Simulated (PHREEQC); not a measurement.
Make-up at 25 °C: 0.0014 mol HBr per kg of water. It is in equilibrium with CO2 at log p = -3.5 (atm). Otherwise closed; pH follows from the charge balance.

Computed with PHREEQC (Pitzer model, pitzer.dat).

Each row changes one thing in this solution. No solid was allowed to form.

```csv
case,pH,HCO3- (mol/kgw)
as made,2.87,3.81e-9
0.00012 mol/kgw H2SO4 added,2.81,(withheld)
diluted 100-fold with water,4.84,3.45e-7
diluted 2-fold with water,3.17,7.44e-9
HBr from 0.0014 to 0.00126 mol/kgw,2.92,(withheld)
```

What belongs in the gaps?


- 0.00012 mol/kgw H2SO4 added, HCO3- (mol/kgw): 3.31e-9
- HBr from 0.0014 to 0.00126 mol/kgw, HCO3- (mol/kgw): 4.21e-9
